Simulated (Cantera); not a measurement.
Charge: 1 mol LiCl, 0.45 mol H2O, 120 mol H2, 4.6 mol HCl, equilibrated at 10000 Pa.

Equilibrium computed with Cantera from the NASA thermochemical tables; the gas is ideal and each condensed phase is pure. Candidate condensed phases: H2O, Li, LiCl, LiH, LiOH, Li2O; 25 gas species. The numbers say what is thermodynamically allowed, not how fast it happens.

Q: At 1725 K, list the 6 most abundant gas species with their mole fractions, and the condensed phases.

A: H2 0.951, HCl 0.0365, LiCl 0.00792, H2O 0.00357, H 0.000573, Cl 1.70e-5. Condensed: gas only.
